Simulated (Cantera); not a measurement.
**Equilibrium for silicon epitaxy and polysilicon growth: SiHCl3 + HCl + H2**

A closed system holds: 1 mol SiHCl3, 1.6 mol HCl, a varied amount of H2, at 873 K and 1.33 mbar.

Equilibrium computed with Cantera from the NASA thermochemical tables; the gas is ideal and each condensed phase is pure. Candidate condensed phases: Si; 19 gas species. The tables' values for SiCl3 are old estimates; treat these amounts as uncertain. The numbers say what is thermodynamically allowed, not how fast it happens.

| n(H2) (mol) | x H2 | x SiCl4 | x HCl | x SiHCl3 | x SiCl3 | n Si(s) |
|---|---|---|---|---|---|---|
| 4.8 | 0.781 | 0.132 | 0.0840 | 0.00263 | 0.000218 | 0 |
| 7.4 | 0.837 | 0.0970 | 0.0630 | 0.00276 | 0.000220 | 0 |
| 11 | 0.879 | 0.0704 | 0.0472 | 0.00281 | 0.000219 | 0 |
| 17 | 0.915 | 0.0479 | 0.0337 | 0.00278 | 0.000213 | 0 |
| 27 | 0.943 | 0.0308 | 0.0233 | 0.00267 | 0.000201 | 0 |
| 41 | 0.960 | 0.0201 | 0.0167 | 0.00248 | 0.000185 | 0 |
| 63 | 0.973 | 0.0127 | 0.0119 | 0.00223 | 0.000165 | 0 |
| 97 | 0.981 | 0.00771 | 0.00958 | 0.00169 | 0.000125 | 0.0359 |
| 150 | 0.986 | 0.00447 | 0.00838 | 0.00113 | 8.29e-5 | 0.115 |
| 230 | 0.989 | 0.00249 | 0.00726 | 0.000728 | 5.35e-5 | 0.217 |
x: gas mole fraction; n: condensed amount in mol.

From 4.8 mol H2 to 63 mol H2 nothing is condensed. From 97 mol H2 to 230 mol H2 the condensed part is Si(s). The main Si-bearing gas is SiCl4 throughout.
